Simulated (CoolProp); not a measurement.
CH2F2 (R32) along the isotherm 435 K: density (kg/m³) from the reference equation and from simpler models built on Tc = 351.3 K, pc = 5.783 MPa, ω = 0.277; each cubic takes its own stable root.

Values from CoolProp's reference Helmholtz-energy equation of state, Tillner-Roth 1997.

```
p (MPa)          phase  reference
-------  -------------  ---------
0.789              gas      11.63
1.58               gas      23.90
2.37               gas      36.82
3.15               gas      50.28
3.94               gas      64.72
4.73               gas      80.04
5.52               gas      96.32
6.31     supercritical      113.6
7.1      supercritical      132.1
7.89     supercritical      151.8
8.67     supercritical      172.5
```

Problem. How far does each simpler model (van der Waals, Redlich-Kwong, Soave-Redlich-Kwong, Peng-Robinson) lie from the reference over these 11 states: mean and median of the absolute difference, and the worst?

Solution. 
- van der Waals: mean 1.9 %, median 1.0 %, worst +6.4 % at 435 K and 8.67 MPa
- Redlich-Kwong: mean 0.6 %, median 0.5 %, worst +1.3 % at 435 K and 8.67 MPa
- Soave-Redlich-Kwong: mean 2.9 %, median 2.6 %, worst -6.5 % at 435 K and 8.67 MPa
- Peng-Robinson: mean 0.6 %, median 0.2 %, worst -2.3 % at 435 K and 8.67 MPa
